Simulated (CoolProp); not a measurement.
Vapour-liquid equilibrium of propylene (1) + n-hexane (2) at 0.0196 MPa; x and y are mole fractions of (1).

Computed with CoolProp (multi-fluid Helmholtz-energy mixture model, Lemmon 2013 and Thol 2019; pair parameters Bell 2016).

| x | bubble temperature, mixture model (K) | bubble temperature, Raoult's law (K) | y, mixture model | y, Raoult's law |
|---|---|---|---|---|
| 0.05 | 243.3 | 256.8 | 0.952 | 0.886 |
| 0.2 | 218.1 | 224.6 | 0.994 | 0.991 |
| 0.35 | 211.2 | 213.2 | 0.997 | 0.997 |
| 0.5 | 206.5 | 206.6 | 0.999 | 0.999 |
| 0.65 | 202.4 | 202.0 | 0.999 | 1.000 |
| 0.8 | 198.8 | 198.5 | 1.000 | 1.000 |
| 0.95 | 195.8 | 195.8 | 1.000 | 1.000 |

The largest gap from Raoult's law is -13.5 K in bubble temperature, at x = 0.05. No azeotrope shows between x = 0.05 and 0.95.

Pair parameters are fitted to limited data, so mixtures are less certain than the pure fluids. The gap from Raoult's law changes sign with composition, which may be real or a fault of the pair parameters; it wasn't checked against measurements. With so large a gap from Raoult's law the liquid may split in two, which this calculation doesn't test in full.
